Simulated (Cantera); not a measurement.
**Stirred combustor or abatement burner**

A perfectly stirred reactor is fed with CH4 : C2H6 : C3H8 : O2 : N2 = 1 : 0.95 : 0.2 : 9.17 : 34.5 (molar parts), at 18.0 bar; it is adiabatic with a 523 K inlet, and is followed from long to short residence time, starting on the burning branch (τ in s: 0.24, 0.099, 0.041, 0.017, 0.0068, 0.0028, 0.0011, 0.00046, 0.00019, 7.7e-05).

Model: GRI-Mech 3.0 (53 species, 325 reactions), integrated in Cantera. The pressure lies above the range GRI-Mech 3.0 was tuned for (to about 10 atm).

```csv
τ (s),T (K),x CH4,x C2H6,x C3H8,x C2H2,x HCO
0.24,2019,1.45e-7,2.03e-8,4.01e-9,1.13e-7,3.52e-10
0.099,2020,3.44e-7,4.86e-8,9.61e-9,2.66e-7,8.52e-10
0.041,2020,8.06e-7,1.15e-7,2.29e-8,6.19e-7,2.05e-9
0.017,2020,1.83e-6,2.69e-7,5.39e-8,1.39e-6,4.93e-9
0.0068,2018,4.09e-6,6.34e-7,1.28e-7,2.98e-6,1.23e-8
0.0028,2015,8.29e-6,1.39e-6,2.87e-7,5.66e-6,2.96e-8
0.0011,2008,1.65e-5,3.05e-6,6.41e-7,9.89e-6,7.54e-8
0.00046,1997,3.09e-5,6.18e-6,1.32e-6,1.53e-5,1.83e-7
0.00019,1977,5.99e-5,1.27e-5,2.73e-6,2.26e-5,4.58e-7
7.7e-5,1937,0.000131,2.88e-5,6.09e-6,3.36e-5,1.20e-6
```
x: mole fraction; the columns are a selection and need not sum to one.
